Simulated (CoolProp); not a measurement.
Properties of nitrogen along the isobar 8.54 bar.

The numbers come from the reference Helmholtz-energy equation of state, Span 2000 in CoolProp.

```tsv
T (K)	phase	speed of sound (m/s)	viscosity (µPa s)
79.6	liquid	835.1	149
109.3	gas	196.4	8.01
139.1	gas	233.1	9.73
168.8	gas	261.5	11.4
198.6	gas	286.0	13.0
228.3	gas	307.9	14.6
258.1	gas	328.2	16.0
287.8	gas	347.0	17.4
317.6	gas	364.7	18.8
347.3	gas	381.5	20.1
377.1	gas	397.5	21.3
```

Viscosity comes from a separate model (Lemmon 2004).
